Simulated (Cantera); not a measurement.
## Al(CH3)3 + N2 (aluminium nitride and oxide growth)

Feed: 1 mol Al(CH3)3, a varied amount of N2, held at 1873.15 K and 0.00100 bar.

These are equilibrium values from Cantera (NASA tables, ideal gas, pure condensed phases), not measurements of a reactor. Candidate condensed phases: Al, AlN, C, C6H6, C7H8, C8H18; 97 gas species. The feed counts by its element totals alone. Kinetics and transport are ignored.

| n(N2) (mol) | x N2 | x H2 | x Al | x H | x HCN | x AlH | n AlN(s) | n C(graphite) |
|---|---|---|---|---|---|---|---|---|
| 9.5 | 0.630 | 0.292 | 0.0625 | 0.0110 | 0.00371 | 0.000402 | 0.0575 | 2.94 |
| 16 | 0.739 | 0.202 | 0.0461 | 0.00918 | 0.00334 | 0.000246 | 0 | 2.92 |
| 23 | 0.802 | 0.152 | 0.0348 | 0.00796 | 0.00302 | 0.000161 | 0 | 2.91 |
| 30 | 0.841 | 0.121 | 0.0280 | 0.00711 | 0.00276 | 0.000116 | 0 | 2.89 |
| 37 | 0.866 | 0.101 | 0.0234 | 0.00649 | 0.00256 | 8.83e-5 | 0 | 2.88 |
| 44 | 0.885 | 0.0863 | 0.0201 | 0.00600 | 0.00239 | 7.02e-5 | 0 | 2.87 |
| 50 | 0.897 | 0.0768 | 0.0179 | 0.00566 | 0.00227 | 5.91e-5 | 0 | 2.87 |
| 57 | 0.908 | 0.0680 | 0.0159 | 0.00533 | 0.00215 | 4.94e-5 | 0 | 2.86 |
| 64 | 0.917 | 0.0610 | 0.0143 | 0.00504 | 0.00204 | 4.20e-5 | 0 | 2.85 |
x: gas mole fraction; n: condensed amount in mol.

At 9.5 mol N2 the condensed part is AlN(s) + C(graphite). From 16 mol N2 to 64 mol N2 the condensed part is C(graphite). The main Al-bearing gas is Al throughout.
